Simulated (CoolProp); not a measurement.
Sulfur dioxide at several states: fugacity coefficient from the reference equation and from simpler models built on Tc = 157.5 °C, pc = 78.87 bar, ω = 0.256; each cubic takes its own stable root.

Values from CoolProp's reference Helmholtz-energy equation of state, Gao 2016.

| T (°C) | p (bar) | phase | reference |
|---|---|---|---|
| 52.75 | 0.22 | gas | 0.9974 |
| 76.15 | 7.23 | gas | 0.9339 |
| -63.85 | 0.323 | liquid | 0.1333 |
| 147.75 | 350 | liquid | 0.2176 |

### Question
How far does each simpler model (van der Waals, Soave-Redlich-Kwong) lie from the reference over these 4 states: mean and median of the absolute difference, and the worst?

### Answer
- van der Waals: mean 171.8 %, median 20.8 %, worst +645.5 % at -63.85 °C and 0.323 bar
- Soave-Redlich-Kwong: mean 3.1 %, median 1.0 %, worst +10.3 % at 147.75 °C and 350 bar

At some of these states van der Waals gives the other phase, because its saturation line lies elsewhere.
